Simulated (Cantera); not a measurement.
Input: 1 mol borazine, 22 mol N₂, equilibrated at 0.133 bar.

Equilibrium computed with Cantera from the NASA thermochemical tables; the gas is ideal and each condensed phase is pure. Candidate condensed phases: B, BN; 15 gas species. The feed counts by its element totals alone. The tables' values for BH₂ are old estimates; treat these amounts as uncertain. The numbers say what is thermodynamically allowed, not how fast it happens. All values below are at 2298 K.

Base state: N₂ 0.876, H₂ 0.115, H 0.00889, BH₂ 5.20e-5, B 1.63e-5 (mole fractions); condensed: BN(s).

Task: What changes in the equilibrium state with this change: 0.68 mol H₂O added?

Result: 
| species | before | after |
|---|---|---|
| N₂ | 0.876 | 0.839 |
| H₂ | 0.115 | 0.128 |
| HBO | 0 | 0.0117 |
| BO | 0 | 0.00961 |
| B₂O₂ | 0 | 0.00197 |
| B₂O | 0 | 6.06e-5 |
| B₂O₃ | 0 | 5.54e-5 |
| HBO₂ | 0 | 5.25e-5 |
| BN(s), mol | 3.00 | 2.32 |
Further candidate phases: B₂O₃, B₃O₃H₃, H₂O.
